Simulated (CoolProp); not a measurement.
Vapour-liquid equilibrium of n-hexane (1) + hexamethyldisiloxane (MM) (2) at 376.8 K; x and y are mole fractions of (1).

Model: multi-fluid Helmholtz-energy mixture model, Thol 2019 and Thol 2016; pair parameters Bell 2016, in CoolProp.

```json
[
 {"x": "0.05", "bubble pressure (MPa)": "0.1174", "y at the bubble point": "0.099", "dew pressure at overall composition x (MPa)": "0.1141", "liquid density (mol/L)": "4.219"},
 {"x": "0.2", "bubble pressure (MPa)": "0.1367", "y at the bubble point": "0.339", "dew pressure at overall composition x (MPa)": "0.1249", "liquid density (mol/L)": "4.500"},
 {"x": "0.35", "bubble pressure (MPa)": "0.1567", "y at the bubble point": "0.528", "dew pressure at overall composition x (MPa)": "0.1377", "liquid density (mol/L)": "4.815"},
 {"x": "0.5", "bubble pressure (MPa)": "0.1788", "y at the bubble point": "0.682", "dew pressure at overall composition x (MPa)": "0.1534", "liquid density (mol/L)": "5.167"},
 {"x": "0.65", "bubble pressure (MPa)": "0.2036", "y at the bubble point": "0.809", "dew pressure at overall composition x (MPa)": "0.1736", "liquid density (mol/L)": "5.563"},
 {"x": "0.8", "bubble pressure (MPa)": "0.2311", "y at the bubble point": "0.908", "dew pressure at overall composition x (MPa)": "0.2015", "liquid density (mol/L)": "6.009"},
 {"x": "0.95", "bubble pressure (MPa)": "0.2604", "y at the bubble point": "0.981", "dew pressure at overall composition x (MPa)": "0.2465", "liquid density (mol/L)": "6.513"}
]
```

No azeotrope shows between x = 0.05 and 0.95.

Pair parameters are fitted to limited data, so mixtures are less certain than the pure fluids.
